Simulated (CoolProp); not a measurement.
A single-stage vapour-compression cycle with fluoroethane (R161): evaporating at 266.15 K (dew point), condensing at 336.15 K (bubble point), superheat 8 K, subcooling 2 K, compressor efficiency 0.85, no pressure losses. Each further row changes one setting.

The numbers come from the reference Helmholtz-energy equation of state, Wu 2012 in CoolProp.

```csv
case,cooling COP,pressure ratio,discharge temperature (K),refrigerating effect (kJ/kg),volumetric capacity (kJ/m³)
as stated,2.23,6.72,377.7,240,1890
evaporating temperature 271.15 K,2.50,5.66,374.3,245,2260
condensing temperature 331.15 K,2.50,6.02,371.3,253,1990
subcooling 7 K,2.35,6.72,377.7,254,1990
superheat 18 K,2.24,6.72,387.4,253,1900
compressor efficiency 0.75,1.97,6.72,385.5,240,1890
```
